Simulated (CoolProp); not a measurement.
The fluid at 298.15 K and 0.474 MPa is compressed adiabatically to 2.31 MPa with isentropic efficiency 0.8. The same conditions are run with several fluids, on thermodynamics alone (safety and materials aside).

Model: reference Helmholtz-energy equation of state of each fluid (carbon dioxide: Span 1996; hydrogen chloride: Thol 2018; hydrogen sulfide: Lemmon 2006; R143a: Lemmon and Jacobsen 2000; carbonyl sulfide: Lemmon 2006), in CoolProp.

Task: Rank carbon dioxide, hydrogen chloride, hydrogen sulfide, R143a, carbonyl sulfide by work (kJ/kg), highest first.

Result: hydrogen sulfide (168), hydrogen chloride (165), carbon dioxide (129), carbonyl sulfide (89.1), R143a (55.2)

```json
[
 {"fluid": "carbon dioxide", "final temperature (K)": "445.3", "final density (kg/m³)": "28.2"},
 {"fluid": "hydrogen chloride", "final temperature (K)": "509.5", "final density (kg/m³)": "20.4"},
 {"fluid": "hydrogen sulfide", "final temperature (K)": "468.1", "final density (kg/m³)": "21.1"},
 {"fluid": "R143a", "final temperature (K)": "371.0", "final density (kg/m³)": "78.4"},
 {"fluid": "carbonyl sulfide", "final temperature (K)": "431.5", "final density (kg/m³)": "42.3"}
]
```
